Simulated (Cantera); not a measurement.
A closed system holds: 1 mol B2O3, 5.5 mol BCl3, a varied amount of N2, at 13300 Pa.

Equilibrium computed with Cantera from the NASA thermochemical tables; the gas is ideal and each condensed phase is pure. Candidate condensed phases: B, BN, B2O3; 25 gas species. N2 is the only nitrogen source here; it is nearly inert below about 1500 K, so the nitride shown seldom forms there in practice. The tables' values for BCl2 are old estimates. Kinetics and transport are ignored.

### Question
What condenses at these points (T in K, n(N2) in mol): (1298, 35); (998, 35); (1298, 4.4); (1523, 45); (1523, 55); (1598, 66)?

### Answer
| T (K) | n(N2) in mol | condensed phases | B condensed (%) |
|---|---|---|---|
| 1298 | 35 | gas only | 0.0 |
| 998 | 35 | B2O3 | 1.4 |
| 1298 | 4.4 | gas only | 0.0 |
| 1523 | 45 | BN | 0.1 |
| 1523 | 55 | BN | 0.1 |
| 1598 | 66 | BN | 0.1 |
